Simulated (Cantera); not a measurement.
A perfectly stirred reactor is fed with H2 : O2 : N2 = 0.34 : 1 : 3.6 (molar parts), equivalence ratio 0.17, at 0.0350 bar; it is held at 950 K, and followed from long to short residence time.

Computed with Cantera and GRI-Mech 3.0 (53 species, 325 reactions). Radical loss at walls, strong at low pressure, is not modelled. The temperature is held fixed by assumption; the heat of reaction is taken as removed at once.

Problem. Predict: x(H2) at τ = 30.0 s; x(O2) at τ = 30.0 s; x(H2O) at τ = 30.0 s; x(N2O) at τ = 30.0 s; x(OH) at τ = 30.0 s; x(H2) at τ = 0.180 s; x(O2) at τ = 0.180 s; x(H2O) at τ = 0.180 s; x(N2O) at τ = 0.180 s; x(OH) at τ = 0.180 s.

Solution. 
* **x(H2) at τ = 30.0 s**: 0.000107
* **x(O2) at τ = 30.0 s**: 0.174
* **x(H2O) at τ = 30.0 s**: 0.0711
* **x(N2O) at τ = 30.0 s**: 3.10e-8
* **x(OH) at τ = 30.0 s**: 4.59e-5
* **x(H2) at τ = 0.180 s**: 0.00219
* **x(O2) at τ = 0.180 s**: 0.174
* **x(H2O) at τ = 0.180 s**: 0.0685
* **x(N2O) at τ = 0.180 s**: 7.90e-9
* **x(OH) at τ = 0.180 s**: 0.000332
